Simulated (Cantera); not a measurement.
Boron, boron nitride and boron oxide: B₂H₆ + O₂

Feed: 1 mol B₂H₆, 0.18 mol O₂, held at 3.70 mbar.

Equilibrium computed with Cantera from the NASA thermochemical tables; the gas is ideal and each condensed phase is pure. Candidate condensed phases: B, B₂O₃, B₃O₃H₃, H₂O; 23 gas species. The feed counts by its element totals alone. Mutual solubility and eutectic melting of coexisting phases are not modelled. The tables' values for BH₂ are old estimates; treat these amounts as uncertain. The numbers say what is thermodynamically allowed, not how fast it happens.

At 1450 K the condensed part is B(s) + B₂O₃(l). From 1550 K to 2150 K the condensed part is B(s). The main B-bearing gas is HBO throughout. The share of B in condensed phases is highest at 1450 K (91.0 %) and lowest at 2150 K (81.6 %).

```tsv
T (K)	x H₂	x HBO	x H	x BO	x B₂O₂	n B(s)	n B₂O₃(l)
1450	0.954	0.0328	0.000152	0.000147	0.00965	1.71	0.0573
1550	0.916	0.0560	0.000496	0.000736	0.0224	1.65	0
1650	0.911	0.0619	0.00143	0.00206	0.0217	1.65	0
1750	0.905	0.0654	0.00364	0.00496	0.0198	1.64	0
1850	0.897	0.0663	0.00839	0.0105	0.0170	1.64	0
1950	0.885	0.0637	0.0177	0.0195	0.0135	1.64	0
2050	0.865	0.0574	0.0347	0.0319	0.00965	1.64	0
2150	0.835	0.0478	0.0633	0.0460	0.00605	1.63	0
```
x: gas mole fraction; n: condensed amount in mol.
